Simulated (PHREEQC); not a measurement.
Brine: an equilibrium model

A solution holds 3 mol/kgw KOH and 1.1 mol/kgw NaCl, at 20 °C. Closed to the air; pH follows from the charge balance.

All values are PHREEQC results (Pitzer model, pitzer.dat), not measurements.

No solid was allowed to form.

Problem. Predict the pH, activity of water.

Solution. pH 14.87; activity of water 0.839.

In brines, pH and single-ion activities rest on the MacInnes convention.
